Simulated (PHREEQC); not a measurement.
Make-up at 58 °C: 0.0026 mol H2SO4 and 0.0057 mol Fe(NO3)3 per kg of water. Closed to the air; pH follows from the charge balance.

Model: ion-association model, wateq4f.dat, run in PHREEQC.

```tsv
quantity	before	after
pH	2.15	2.18
ionic strength (mol/kgw)	0.0254	0.0258
FeOH+2 (mol/kgw)	0.00254	0.00207
FeSO4+ (mol/kgw)	0.00160	0.00178
Fe+3 (mol/kgw)	0.000867	0.00125
SO4-2 (mol/kgw)	0.000471	0.000450
SI of Goethite (FeOOH)	+4.92	+4.78
SI of Hematite (Fe2O3)	+11.99	+11.65
```

Problem. Which change was made?
A. diluted 10-fold with water
B. 0.00084 mol/kgw HNO3 added
C. temperature from 58 to 45 °C
D. temperature from 58 to 55 °C

Solution. C, temperature from 58 to 45 °C

No solid was allowed to form. Some of these states are supersaturated (in Hematite (slow to form), Goethite (slow to form), for instance). At this temperature some constants are extrapolated from 25 °C, and those without enthalpy data are left unchanged.
